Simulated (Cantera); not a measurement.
A Cantera script and its output.

```python
import numpy as np
import cantera as ct

gas = ct.Solution("gri30.yaml")
gas.TPX = 975, 101325, {'CH4': 0.74, 'H2': 0.047, 'O2': 2.25, 'N2': 6.52, 'CO2': 1.5}
reactor = ct.IdealGasConstPressureReactor(gas, energy="on", clone=False)
net = ct.ReactorNet([reactor])
net.rtol, net.atol = 1e-08, 1e-16
show = ['CH4', 'H2', 'O2', 'H', 'CO2', 'HCN']
times = np.geomspace(1e-06, 2, 11)

steps = ct.SolutionArray(gas, extra=["t"])
rows = []
print(f"{'t/s':>10s}{'T/K':>9s}{'P/Pa':>11s}" + "".join(f"{s:>11s}" for s in show))
for t in times:
    while net.time < t:
        t_next = net.step()
        steps.append(gas.state, t=t_next)
    rows.append([np.interp(t, steps.t, y) for y in (steps.T, steps.P, *steps(*show).X.T)])
    print(f"{t:10.3e}{rows[-1][0]:9.1f}{rows[-1][1]:11.4g}" + "".join(f"{x:11.3e}" for x in rows[-1][2:]))
rate = np.gradient(steps.T, steps.t)
print("integrator steps:", len(steps.t))
if steps.T.max() > steps.T[0] + 200:
    print(f"time of steepest temperature rise: {steps.t[rate.argmax()]:.4e} s")
gas.TPX = 975, 101325, {'CH4': 0.74, 'H2': 0.047, 'O2': 2.25, 'N2': 6.52, 'CO2': 1.5}
gas.equilibrate("HP")
print(f"equilibrium (HP): T = {gas.T:.1f} K  " + "  ".join(f"{s} {gas[s].X[0]:.3e}" for s in show))
```

It prints:

```
       t/s      T/K       P/Pa        CH4         H2         O2          H        CO2        HCN
 1.000e-06    975.0  1.013e+05  6.693e-02  4.251e-03  2.035e-01  2.573e-13  1.357e-01  1.213e-34
 4.267e-06    975.0  1.013e+05  6.693e-02  4.251e-03  2.035e-01  6.329e-13  1.357e-01  2.203e-33
 1.821e-05    975.0  1.013e+05  6.693e-02  4.251e-03  2.035e-01  8.324e-13  1.357e-01  4.237e-32
 7.768e-05    975.0  1.013e+05  6.693e-02  4.251e-03  2.035e-01  1.120e-12  1.357e-01  8.111e-31
 3.314e-04    975.0  1.013e+05  6.693e-02  4.251e-03  2.035e-01  2.358e-12  1.357e-01  1.558e-29
 1.414e-03    975.0  1.013e+05  6.693e-02  4.251e-03  2.035e-01  7.977e-12  1.357e-01  3.464e-28
 6.034e-03    975.0  1.013e+05  6.693e-02  4.251e-03  2.035e-01  4.136e-11  1.357e-01  1.426e-26
 2.575e-02    975.0  1.013e+05  6.692e-02  4.249e-03  2.035e-01  1.516e-09  1.357e-01  7.582e-23
 1.099e-01    976.9  1.013e+05  6.665e-02  4.202e-03  2.033e-01  7.622e-09  1.357e-01  1.355e-19
 4.687e-01   2220.1  1.013e+05  1.086e-19  6.725e-04  6.694e-02  1.636e-04  1.968e-01  8.408e-13
 2.000e+00   2215.8  1.013e+05  1.038e-19  6.618e-04  6.560e-02  1.585e-04  1.969e-01  1.079e-12
integrator steps: 2587
time of steepest temperature rise: 2.8092e-01 s
equilibrium (HP): T = 2215.8 K  CH4 1.544e-19  H2 6.618e-04  O2 6.560e-02  H 1.585e-04  CO2 1.969e-01  HCN 1.079e-12
```

Computed with Cantera and GRI-Mech 3.0 (53 species, 325 reactions). Below about 1000 K GRI-Mech 3.0 lacks low-temperature oxidation paths.
